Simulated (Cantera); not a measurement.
A perfectly stirred reactor is fed with 58.8 % NH3, 41.2 % N2, at 1700 Pa; it is held at 2348 K, and followed from long to short residence time.

Cantera simulation using the gas-phase N/H chemistry of the illustrative SiF4/NH3 mechanism in the Surface Chemkin manual (1991); the numbers are that mechanism's predictions, not measurements. Walls and surfaces, which speed up NH3 decomposition in real reactors, are not modelled.

### Question
Predict: x(NH3) at τ = 24.0 s; x(NH2) at τ = 24.0 s; x(NH) at τ = 24.0 s; x(N2) at τ = 24.0 s; x(NH3) at τ = 0.150 s; x(NH2) at τ = 0.150 s; x(N2H4) at τ = 0.150 s; x(NH) at τ = 0.150 s; x(N2) at τ = 0.150 s.

### Answer
```
Property                  Value
----------------------  -------
x(NH3) at τ = 24.0 s    2.90e-5
x(NH2) at τ = 24.0 s    8.63e-6
x(NH) at τ = 24.0 s     1.67e-5
x(N2) at τ = 24.0 s       0.434
x(NH3) at τ = 0.150 s     0.148
x(NH2) at τ = 0.150 s   0.00159
x(N2H4) at τ = 0.150 s  1.82e-9
x(NH) at τ = 0.150 s    9.61e-5
x(N2) at τ = 0.150 s      0.435
```
